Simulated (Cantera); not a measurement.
A perfectly stirred reactor is fed with 12.8 % NH3, 87.2 % N2, at 0.200 bar; it is held at 1625 K, and followed from long to short residence time.

Model: the gas-phase N/H chemistry of the illustrative SiF4/NH3 mechanism in the Surface Chemkin manual (1991), integrated in Cantera. Walls and surfaces, which speed up NH3 decomposition in real reactors, are not modelled.

x: mole fraction; the columns are a selection and need not sum to one.

```
τ (s)    x NH3    x N2H4      x H    x N2H2      x H2   x N2
-------  -----  --------  -------  --------  --------  -----
1.8      0.111   1.09e-8        …   1.50e-7    0.0229  0.866
0.74     0.120   1.36e-8        …   1.72e-7    0.0106  0.869
0.31     0.125   1.57e-8        …   1.79e-7   0.00455  0.871
0.13     0.127   1.64e-8        …   1.71e-7   0.00183  0.871
0.056    0.128   1.48e-8        …   1.47e-7  0.000694  0.872
0.024    0.128   1.03e-8        …   9.88e-8  0.000215  0.872
0.010    0.128   4.00e-9        …   3.66e-8   4.48e-5  0.872
0.0042   0.128  8.47e-10        …   7.18e-9   9.61e-6  0.872
0.0018   0.128  1.58e-10  7.43e-9   1.23e-9   3.29e-6  0.872
0.00075  0.128  2.72e-11  7.12e-9  1.98e-10   1.31e-6  0.872
```

Problem. Complete the blanks.

Solution. 
- 1.8, x H: 4.45e-6
- 0.74, x H: 2.14e-6
- 0.31, x H: 9.79e-7
- 0.13, x H: 4.22e-7
- 0.056, x H: 1.74e-7
- 0.024, x H: 6.38e-8
- 0.010, x H: 1.98e-8
- 0.0042, x H: 9.17e-9
